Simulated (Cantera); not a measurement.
A freely propagating, adiabatic, planar premixed flame of H2 : O2 : N2 = 1 : 0.51 : 1.94 (molar parts), equivalence ratio 0.98, unburnt at 575 K and 0.930 bar; mixture-averaged transport, grid criteria slope 0.08 and curve 0.16, no radiation.

Model: the H2/O2 subset of GRI-Mech 3.0, which has no nitrogen chemistry, integrated in Cantera. Burning velocities carry a grid error of a few per cent, more on coarse grids.

Q: Predict: laminar burning velocity; thermal thickness; peak x(OH); peak x(H2O2); peak x(HO2); peak x(H).

A: 
```json
{
  "laminar_burning_velocity": "670 cm/s",
  "thermal_thickness": "0.512 mm",
  "peak x(OH)": "0.0185",
  "peak x(H2O2)": "1.69e-5",
  "peak x(HO2)": "0.000296",
  "peak x(H)": "0.0576"
}
```
